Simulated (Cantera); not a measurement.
An isothermal, constant-pressure homogeneous reactor starts with CH₄ : H₂ : H : H₂O = 0.018 : 1 : 0.097 : 0.053 (molar parts), at 1348 K and 69.8 Torr.

Model: GRI-Mech 3.0 (53 species, 325 reactions), integrated in Cantera.

x: mole fraction; the columns are a selection and need not sum to one.

```csv
t (s),x CH₄,x H₂,x H,x C₂H,x C₂H₄,x CH₂
0.000900,0.0129,0.937,0.00145,1.10e-9,0.000157,3.11e-7
0.00224,0.0132,0.938,(withheld),4.11e-10,0.000175,(withheld)
0.00555,0.0132,0.938,0.000207,1.61e-10,0.000184,8.13e-9
0.0138,0.0133,0.938,8.23e-5,6.46e-11,0.000185,1.32e-9
0.0343,0.0133,0.938,3.36e-5,2.66e-11,0.000182,2.23e-10
0.0851,0.0133,0.938,1.49e-5,1.18e-11,0.000177,4.44e-11
0.211,0.0133,0.938,(withheld),6.93e-12,0.000171,1.54e-11
0.525,0.0133,0.938,7.58e-6,6.11e-12,0.000162,1.19e-11
1.30,0.0133,0.938,7.53e-6,6.10e-12,0.000156,1.18e-11
3.24,0.0133,0.938,7.53e-6,6.09e-12,0.000154,1.18e-11
8.05,0.0133,0.938,7.52e-6,6.05e-12,0.000153,1.17e-11
20.0,0.0133,0.938,7.51e-6,5.97e-12,0.000151,1.17e-11
```

### Question
Complete the blanks.

### Answer

- 0.00224, x H: 0.000534
- 0.00224, x CH₂: 5.06e-8
- 0.211, x H: 8.65e-6
